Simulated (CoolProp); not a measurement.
Properties of carbon monoxide along the isotherm 137.7 K (Tc = 132.9 K, pc = 3.498 MPa, ω = 0.050).

Model: reference Helmholtz-energy equation of state, Lemmon 2006, in CoolProp. It is a short technical equation, of lower accuracy than the large ones.

```csv
p (MPa),phase,density (kg/m³),cv (kJ/(kg K)),Joule-Thomson coefficient (K/MPa)
0.111,gas,2.742,0.7454,9.971
0.179,gas,4.448,0.7474,9.984
0.289,gas,7.253,0.7506,10.00
0.466,gas,11.89,0.7561,10.04
0.754,gas,19.78,0.7655,10.08
1.22,gas,33.64,0.7825,10.15
1.97,gas,59.75,0.8180,10.16
3.18,gas,121.4,0.9280,9.576
5.13,supercritical,431.9,1.020,2.266
8.3,supercritical,523.8,0.9381,0.7116
13.4,supercritical,581.5,0.9358,0.1782
21.7,supercritical,633.7,0.9498,-0.1224
35,supercritical,685.0,0.9723,-0.3074
```
